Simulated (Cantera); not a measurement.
**Reactions in the system N-O-S**

Source: NASA polynomial tables (part measured, part estimated), evaluated in Cantera. Values are per mole of reaction as written; species without (g) are pure solids or liquids, kept so even where they would boil at 1 bar.

3 N₂O(g) + S → 3 N₂(g) + SO₃(g)

```tsv
T (K)	ΔH° (kJ)	ΔS° (J/K)	ΔG° (kJ)	log10 K
525	-646.2	126.0	-712.4	70.88
600	-648.1	122.7	-721.7	62.83
675	-649.7	120.1	-730.8	56.55
750	-651.2	118.0	-739.7	51.52
825	-652.8	116.0	-748.5	47.39
900	-654.6	113.9	-757.1	43.94
975	-656.5	111.9	-765.6	41.02
1050	-658.3	110.1	-773.9	38.50
```

2 NO₂(g) + S → SO₂(g) + 2 NO(g)

```json
[
 {"T (K)": "525", "ΔH° (kJ)": "-187.2", "ΔS° (J/K)": "146.6", "ΔG° (kJ)": "-264.2", "log10 K": "26.28"},
 {"T (K)": "600", "ΔH° (kJ)": "-188.6", "ΔS° (J/K)": "144.1", "ΔG° (kJ)": "-275.1", "log10 K": "23.95"},
 {"T (K)": "675", "ΔH° (kJ)": "-189.7", "ΔS° (J/K)": "142.3", "ΔG° (kJ)": "-285.8", "log10 K": "22.12"},
 {"T (K)": "750", "ΔH° (kJ)": "-190.7", "ΔS° (J/K)": "141.0", "ΔG° (kJ)": "-296.4", "log10 K": "20.64"},
 {"T (K)": "825", "ΔH° (kJ)": "-191.7", "ΔS° (J/K)": "139.7", "ΔG° (kJ)": "-307.0", "log10 K": "19.43"},
 {"T (K)": "900", "ΔH° (kJ)": "-192.9", "ΔS° (J/K)": "138.3", "ΔG° (kJ)": "-317.4", "log10 K": "18.42"},
 {"T (K)": "975", "ΔH° (kJ)": "-194.2", "ΔS° (J/K)": "136.9", "ΔG° (kJ)": "-327.7", "log10 K": "17.56"},
 {"T (K)": "1050", "ΔH° (kJ)": "-195.4", "ΔS° (J/K)": "135.7", "ΔG° (kJ)": "-337.9", "log10 K": "16.81"}
]
```
